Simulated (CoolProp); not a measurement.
A single-stage vapour-compression cycle with hydrogen chloride: evaporating at 246.15 K (dew point), condensing at 316.15 K (bubble point), superheat 8 K, subcooling 2 K, compressor efficiency 0.85, no pressure losses. Each further row changes one setting.

Computed with CoolProp (reference Helmholtz-energy equation of state, Thol 2018).

```
case                              cooling COP  pressure ratio  discharge temperature (K)  refrigerating effect (kJ/kg)  volumetric capacity (kJ/m³)
--------------------------------  -----------  --------------  -------------------------  ----------------------------  ---------------------------
as stated                                1.67            5.87                      441.4                           226                         5330
evaporating temperature 251.15 K         1.88            5.02                      427.8                           226                            ?
condensing temperature 311.15 K          1.92               ?                          ?                             ?                         5690
subcooling 7 K                           1.80            5.87                      441.4                           243                            ?
superheat 18 K                           1.65            5.87                      461.5                           237                         5270
compressor efficiency 0.75               1.47            5.87                      459.7                           226                         5330
```

### Question
Fill in the missing entries.

### Answer

- evaporating temperature 251.15 K, volumetric capacity (kJ/m³): 6240
- condensing temperature 311.15 K, pressure ratio: 5.29
- condensing temperature 311.15 K, discharge temperature (K): 427.0
- condensing temperature 311.15 K, refrigerating effect (kJ/kg): 241
- subcooling 7 K, volumetric capacity (kJ/m³): 5750
